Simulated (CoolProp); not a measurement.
The fluid at 293.15 K and 0.495 MPa expands adiabatically to 0.113 MPa with isentropic efficiency 0.85. The same conditions are run with several fluids, on thermodynamics alone (safety and materials aside).

Values from CoolProp's reference Helmholtz-energy equation of state of each fluid (C3F8 (R218): Lemmon 2006; R13: Platzer 1990; R404A: Lemmon 2003; oxygen: Schmidt 1985). The equations of Platzer and Polt are older, rougher fits. Blends and air are pseudo-pure fits.

| fluid | work (kJ/kg) | final temperature (K) | final density (kg/m³) |
|---|---|---|---|
| C3F8 (R218) | 14.4 | 268.6 | 9.86 |
| R13 | 25.6 | 246.5 | 5.87 |
| R404A | 27.1 | 253.3 | 5.43 |
| oxygen | 77.7 | 207.2 | 2.11 |
